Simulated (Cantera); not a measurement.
Feed: 1 mol C2H4, a varied amount of H2O, 25 mol H2, equilibrated at 950 K and 1330 Pa.

Cantera equilibrium calculation (NASA polynomials, part measured and part estimated; ideal gas, pure solids and liquids). Candidate condensed phases: C, C6H6, C7H8, C8H18, H2O; 110 gas species. Equilibrium is a limit: real reactors are often held back by kinetics, nucleation or transport.

Q: Which condensed phases are stable at each of these points (n(H2O) (mol)): 0.17, 0.67, 1.2, 1.7, 2.2, 2.7, 3.2, 3.7, 4.2, 4.7?

A: 
| n(H2O) (mol) | condensed phases | C condensed (%) |
|---|---|---|
| 0.17 | C(graphite) | 88.6 |
| 0.67 | C(graphite) | 63.9 |
| 1.2 | C(graphite) | 37.8 |
| 1.7 | C(graphite) | 13.1 |
| 2.2 | gas only | 0.0 |
| 2.7 | gas only | 0.0 |
| 3.2 | gas only | 0.0 |
| 3.7 | gas only | 0.0 |
| 4.2 | gas only | 0.0 |
| 4.7 | gas only | 0.0 |

From 0.17 mol H2O to 1.7 mol H2O the condensed part is C(graphite). From 2.2 mol H2O to 4.7 mol H2O nothing is condensed.
